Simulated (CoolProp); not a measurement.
A simple Rankine cycle with R21: condensing at 292.15 K, boiler at 3.92 MPa, turbine inlet 438.6 K, turbine efficiency 0.8, pump efficiency 0.6, no recuperator. Each further row changes one setting.

Computed with CoolProp (reference Helmholtz-energy equation of state, Platzer 1990). This equation is an older, rougher fit; its heat capacities, sound speeds and derivatives of the liquid may be far off and weren't checked against measurements.

```json
[
 {"case": "as stated", "thermal efficiency (%)": "19.1", "net work (kJ/kg)": "52.5", "heat in (kJ/kg)": "275", "turbine exit temperature (K)": "292.2", "volume ratio over the turbine": "…"},
 {"case": "turbine inlet 458.6 K", "thermal efficiency (%)": "…", "net work (kJ/kg)": "…", "heat in (kJ/kg)": "301", "turbine exit temperature (K)": "303.6", "volume ratio over the turbine": "24.5"},
 {"case": "condensing temperature 284.15 K", "thermal efficiency (%)": "20.2", "net work (kJ/kg)": "57.2", "heat in (kJ/kg)": "283", "turbine exit temperature (K)": "284.1", "volume ratio over the turbine": "35.9"},
 {"case": "boiler pressure 2.74 MPa", "thermal efficiency (%)": "18.5", "net work (kJ/kg)": "55.5", "heat in (kJ/kg)": "300", "turbine exit temperature (K)": "308.4", "volume ratio over the turbine": "16.5"},
 {"case": "turbine efficiency 0.7", "thermal efficiency (%)": "16.5", "net work (kJ/kg)": "45.4", "heat in (kJ/kg)": "275", "turbine exit temperature (K)": "292.2", "volume ratio over the turbine": "28.2"}
]
```

Problem. Complete the blanks.

Solution. 
- as stated, volume ratio over the turbine: 27.3
- turbine inlet 458.6 K, thermal efficiency (%): 19.8
- turbine inlet 458.6 K, net work (kJ/kg): 59.7

The expansion ends wet for: as stated; condensing temperature 284.15 K; turbine efficiency 0.7.
